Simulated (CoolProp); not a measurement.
n-undecane along the isotherm 618.6 K: density (kg/m³) from the reference equation and from simpler models built on Tc = 638.8 K, pc = 1.990 MPa, ω = 0.539; each cubic takes its own stable root.

Values from CoolProp's reference Helmholtz-energy equation of state, Aleksandrov 2011. It is a short technical equation, of lower accuracy than the large ones.

| p (MPa) | phase | reference |
|---|---|---|
| 0.0829 | gas | 2.567 |
| 0.166 | gas | 5.240 |
| 0.249 | gas | 8.022 |
| 0.332 | gas | 10.93 |
| 0.415 | gas | 13.96 |
| 0.498 | gas | 17.16 |
| 0.581 | gas | 20.52 |
| 0.663 | gas | 24.04 |
| 0.746 | gas | 27.82 |
| 0.829 | gas | 31.87 |
| 0.912 | gas | 36.23 |
| 0.995 | gas | 40.97 |

Q: How far does each simpler model (ideal gas, Peng-Robinson) lie from the reference over these 12 states: mean and median of the absolute difference, and the worst?

A: 
- ideal gas: mean 13.3 %, median 12.9 %, worst -26.2 % at 618.6 K and 0.995 MPa
- Peng-Robinson: mean 0.7 %, median 0.6 %, worst -1.9 % at 618.6 K and 0.995 MPa
